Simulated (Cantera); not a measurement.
Mixture: CH4 : C2H6 : C3H8 : O2 : N2 : H2O = 1 : 0.25 : 0.3 : 8.1 : 30.5 : 0.079 (molar parts), at 3.70 bar, adiabatic and at constant volume. Ignition delay is the time to a rise of 400 K.

Cantera simulation using GRI-Mech 3.0 (53 species, 325 reactions); the numbers are that mechanism's predictions, not measurements. GRI-Mech 3.0 was tuned for natural gas; its chemistry of propane as a main component is partial and can be far from experiment.

Q: Predict: delay at 1298 K; delay at 1448 K; delay at 1598 K; delay at 1748 K; apparent activation energy between 1673 and 1823 K.

A: 
- delay at 1298 K: 0.291 ms
- delay at 1448 K: 57.0 µs
- delay at 1598 K: 16.8 µs
- delay at 1748 K: 6.90 µs
- apparent activation energy between 1673 and 1823 K: 130 kJ/mol
